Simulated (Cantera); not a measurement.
A perfectly stirred reactor is fed with 2.53 % H₂, 97.5 % O₂, equivalence ratio 0.013, at 0.0263 atm; it is held at 1025 K, and followed from long to short residence time.

Cantera simulation using the H2/O2 subset of GRI-Mech 3.0, which has no nitrogen chemistry; the numbers are that mechanism's predictions, not measurements. Radical loss at walls, strong at low pressure, is not modelled.

x: mole fraction; the columns are a selection and need not sum to one.

| τ (s) | x H₂ | x O₂ | x O | x H | x H₂O₂ |
|---|---|---|---|---|---|
| 0.55 | 0.000286 | 0.973 | 0.000801 | 4.44e-5 | 1.09e-7 |
| 0.23 | 0.000461 | 0.973 | 0.00132 | 0.000103 | 1.34e-7 |
| 0.093 | 0.000759 | 0.972 | 0.00213 | 0.000240 | 1.69e-7 |
| 0.038 | 0.00125 | 0.970 | 0.00329 | 0.000532 | 2.13e-7 |
| 0.016 | 0.00205 | 0.969 | 0.00471 | 0.00107 | 2.65e-7 |
| 0.0065 | … | 0.967 | … | … | … |
| 0.0027 | 0.00605 | 0.965 | 0.00702 | 0.00288 | 4.00e-7 |
| 0.0011 | … | 0.966 | … | 0.00303 | … |

Problem. Complete the blanks.

Solution. 
- 0.0065, x H₂: 0.00351
- 0.0065, x O: 0.00622
- 0.0065, x H: 0.00196
- 0.0065, x H₂O₂: 3.31e-7
- 0.0011, x H₂: 0.0107
- 0.0011, x O: 0.00623
- 0.0011, x H₂O₂: 4.37e-7
